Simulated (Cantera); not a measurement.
## Tantalum, niobium, vanadium and zirconium in process gases: Zr + H2O

Feed: 1 mol Zr, a varied amount of H2O, at 1877 °C and 1.10 mbar.

These are equilibrium values from Cantera (NASA tables, ideal gas, pure condensed phases), not measurements of a reactor. Candidate condensed phases: H2O, Zr, ZrO2; 12 gas species. The numbers say what is thermodynamically allowed, not how fast it happens.

```tsv
n(H2O) (mol)	x H2O	x H2	x H	x OH	x O2	n ZrO2(tetragonal)
2.6	0.213	0.677	0.105	0.00426	6.19e-5	1.000
3	0.308	0.587	0.0974	0.00660	0.000172	1.000
3.4	0.380	0.518	0.0915	0.00867	0.000336	1.000
3.9	0.449	0.452	0.0855	0.0110	0.000615	1.000
4.5	0.511	0.393	0.0797	0.0134	0.00105	1.000
5.1	0.557	0.349	0.0751	0.0155	0.00159	1.000
5.9	0.603	0.304	0.0701	0.0179	0.00245	1.000
6.7	0.636	0.271	0.0662	0.0201	0.00344	1.000
7.7	0.666	0.240	0.0623	0.0223	0.00480	1.000
8.8	0.690	0.215	0.0590	0.0244	0.00640	1.000
10	0.708	0.196	0.0563	0.0263	0.00817	1.000
12	0.728	0.173	0.0529	0.0287	0.0110	1.000
13	0.735	0.165	0.0517	0.0297	0.0124	1.000
```
x: gas mole fraction; n: condensed amount in mol.

From 2.6 mol H2O to 13 mol H2O the condensed part is ZrO2(tetragonal). The main Zr-bearing gas is ZrO2 throughout.
